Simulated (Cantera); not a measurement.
Input: 1 mol C₂H₄, 0.03 mol H₂O, 0.24 mol NH₃, equilibrated at 1277 °C and 3680 Torr.

Method: chemical equilibrium by Gibbs-energy minimisation in Cantera with the NASA 1993 tables (ideal gas, pure condensed phases). Candidate condensed phases: C, C₆H₆, C₇H₈, C₈H₁₈, H₂O; 136 gas species. The numbers say what is thermodynamically allowed, not how fast it happens.

Base state: H₂ 0.932, N₂ 0.0475, CO 0.0118, CH₄ 0.00864, HCN 0.000313, H₂O 6.55e-5, NH₃ 5.14e-5, C₂H₂ (acetylene) 1.49e-5 (mole fractions); condensed: C(graphite).

Q: What changes in the equilibrium state with this change: H₂O from 0.03 to 3.7 mol?

A: 
```tsv
species	before	after
H₂	0.932	0.559
CO	0.0118	0.219
H₂O	6.55e-5	0.182
CO₂	2.98e-7	0.0256
N₂	0.0475	0.0147
C₂H₂ (acetylene)	1.49e-5	<1e-9
C₂H₄	1.20e-5	<1e-9
CH₄	0.00864	1.24e-5
HCN	0.000313	5.36e-7
NH₃	5.14e-5	1.33e-5
C(graphite), mol	1.95	0
```

Q: What changes in the equilibrium state with this change: NH₃ from 0.24 to 0.64 mol?

A: 
| species | before | after |
|---|---|---|
| H₂ | 0.932 | 0.886 |
| N₂ | 0.0475 | 0.0963 |
| CO | 0.0118 | 0.00901 |
| HCN | 0.000313 | 0.000434 |
| H₂O | 6.55e-5 | 4.74e-5 |
| NH₃ | 5.14e-5 | 6.79e-5 |
| CH₄ | 0.00864 | 0.00782 |
| C(graphite), mol | 1.95 | 1.94 |

Q: What changes in the equilibrium state with this change: temperature from 1277 °C to 875 °C?

A: 
| species | before | after |
|---|---|---|
| H₂ | 0.932 | 0.851 |
| CH₄ | 0.00864 | 0.0844 |
| N₂ | 0.0475 | 0.0512 |
| CO | 0.0118 | 0.0107 |
| C₂H₂ (acetylene) | 1.49e-5 | 3.17e-8 |
| H | 1.37e-5 | 3.00e-8 |
| CO₂ | 2.98e-7 | 2.26e-5 |
| HCN | 0.000313 | 8.54e-6 |
| C(graphite), mol | 1.95 | 1.78 |
